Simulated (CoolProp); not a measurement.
Aqueous methanol as a coolant, at 40 °C, 1 atm.

Model: Melinder's fits for secondary coolants, in CoolProp.

| mass % | freezing point (°C) | viscosity (mPa s) | Prandtl number | conductivity (W/(m K)) | density (kg/m³) |
|---|---|---|---|---|---|
| 2.6 | ? | 0.692 | 4.73 | 0.612 | 987.5 |
| 11.7 | -7.9 | 0.829 | 6.21 | ? | 972.2 |
| 20.7 | ? | 0.950 | 7.78 | 0.500 | 957.2 |
| 29.7 | -25.3 | 1.03 | 9.24 | 0.449 | 941.4 |
| 38.7 | -36.9 | 1.07 | ? | ? | ? |
| 47.7 | -50.6 | 1.05 | 10.8 | 0.361 | 907.0 |
| 56.7 | -66.6 | 1.00 | ? | 0.325 | 887.5 |

Task: What belongs in the gaps?

Result: 
- 2.6, freezing point (°C): -1.5
- 11.7, conductivity (W/(m K)): 0.554
- 20.7, freezing point (°C): -15.8
- 38.7, Prandtl number: 10.3
- 38.7, conductivity (W/(m K)): 0.403
- 38.7, density (kg/m³): 924.8
- 56.7, Prandtl number: 10.9
